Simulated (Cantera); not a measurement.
A Cantera script and its output.

```python
import numpy as np
import cantera as ct

gas = ct.Solution("gri30.yaml")
gas.TPX = 1050, 23000, {'CO': 1, 'H2': 0.17, 'CH4': 0.052, 'O2': 1.09, 'N2': 4.11}
reactor = ct.IdealGasConstPressureReactor(gas, energy="on", clone=False)
net = ct.ReactorNet([reactor])
net.rtol, net.atol = 1e-08, 1e-16
show = ['CO', 'H2', 'CH4', 'C2H2', 'C2H6', 'C2H']
times = np.geomspace(2e-06, 3, 16)

steps = ct.SolutionArray(gas, extra=["t"])
rows = []
print(f"{'t/s':>10s}{'T/K':>9s}{'P/Pa':>11s}" + "".join(f"{s:>11s}" for s in show))
for t in times:
    while net.time < t:
        t_next = net.step()
        steps.append(gas.state, t=t_next)
    rows.append([np.interp(t, steps.t, y) for y in (steps.T, steps.P, *steps(*show).X.T)])
    print(f"{t:10.3e}{rows[-1][0]:9.1f}{rows[-1][1]:11.4g}" + "".join(f"{x:11.3e}" for x in rows[-1][2:]))
rate = np.gradient(steps.T, steps.t)
print("integrator steps:", len(steps.t))
if steps.T.max() > steps.T[0] + 200:
    print(f"time of steepest temperature rise: {steps.t[rate.argmax()]:.4e} s")
gas.TPX = 1050, 23000, {'CO': 1, 'H2': 0.17, 'CH4': 0.052, 'O2': 1.09, 'N2': 4.11}
gas.equilibrate("HP")
print(f"equilibrium (HP): T = {gas.T:.1f} K  " + "  ".join(f"{s} {gas[s].X[0]:.3e}" for s in show))
```

It prints:

```
       t/s      T/K       P/Pa         CO         H2        CH4       C2H2       C2H6        C2H
 2.000e-06   1050.0    2.3e+04  1.557e-01  2.647e-02  8.097e-03  2.187e-27  2.193e-23  9.466e-41
 5.161e-06   1050.0    2.3e+04  1.557e-01  2.647e-02  8.097e-03  2.025e-26  7.745e-22  3.528e-39
 1.332e-05   1050.0    2.3e+04  1.557e-01  2.647e-02  8.097e-03  2.404e-25  4.564e-20  1.544e-37
 3.438e-05   1050.0    2.3e+04  1.557e-01  2.647e-02  8.097e-03  3.590e-24  4.206e-18  7.829e-36
 8.871e-05   1050.0    2.3e+04  1.557e-01  2.647e-02  8.097e-03  6.657e-23  6.016e-16  5.990e-34
 2.289e-04   1050.0    2.3e+04  1.557e-01  2.647e-02  8.097e-03  2.138e-21  2.804e-13  1.967e-31
 5.908e-04   1050.0    2.3e+04  1.557e-01  2.646e-02  8.091e-03  6.886e-16  1.651e-08  1.337e-23
 1.525e-03   1584.3    2.3e+04  7.105e-02  3.876e-03  6.647e-17  4.672e-23  6.546e-29  1.923e-25
 3.935e-03   2043.9    2.3e+04  4.892e-02  2.819e-03  2.255e-19  3.450e-23  2.484e-35  1.118e-24
 1.016e-02   2267.4    2.3e+04  3.273e-02  1.611e-03  9.993e-20  9.372e-23  1.499e-36  4.785e-24
 2.621e-02   2368.7    2.3e+04  2.314e-02  1.060e-03  1.155e-19  9.963e-23  4.862e-37  5.376e-24
 6.763e-02   2374.0    2.3e+04  2.205e-02  1.007e-03  1.167e-19  9.435e-23  4.350e-37  4.996e-24
 1.745e-01   2369.8    2.3e+04  2.177e-02  9.963e-04  1.145e-19  8.885e-23  4.182e-37  4.583e-24
 4.504e-01   2368.3    2.3e+04  2.167e-02  9.927e-04  1.137e-19  8.695e-23  4.123e-37  4.444e-24
 1.162e+00   2368.3    2.3e+04  2.167e-02  9.926e-04  1.136e-19  8.689e-23  4.121e-37  4.440e-24
 3.000e+00   2368.3    2.3e+04  2.167e-02  9.926e-04  1.136e-19  8.689e-23  4.121e-37  4.440e-24
integrator steps: 1794
time of steepest temperature rise: 1.1185e-03 s
equilibrium (HP): T = 2368.3 K  CO 2.167e-02  H2 9.926e-04  CH4 1.722e-19  C2H2 9.810e-23  C2H6 8.326e-37  C2H 4.756e-24
```

Computed with Cantera and GRI-Mech 3.0 (53 species, 325 reactions).
